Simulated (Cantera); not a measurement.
A closed system holds: 1 mol SiH2Cl2, 0.21 mol HCl, 34 mol H2, at 1.00 bar.

These are equilibrium values from Cantera (NASA tables, ideal gas, pure condensed phases), not measurements of a reactor. Candidate condensed phases: Si; 19 gas species. Gases not in the tables: Si2H6 and higher silanes. Rates play no part.

Question: Which condensed phases are stable at each of these points (T (K)): 1648, 1698, 1748, 1798, 1848, 1898, 1948, 1998, 2048, 2098, 2148, 2198?

Answer: 
```csv
T (K),condensed phases,Si condensed (%)
1648,Si(s),70.9
1698,Si(l),70.9
1748,Si(l),72.3
1798,Si(l),73.5
1848,Si(l),74.6
1898,Si(l),75.6
1948,Si(l),76.4
1998,Si(l),77.0
2048,Si(l),77.5
2098,Si(l),77.8
2148,Si(l),77.8
2198,Si(l),77.4
```

At 1648 K the condensed part is Si(s). From 1698 K to 2198 K the condensed part is Si(l).
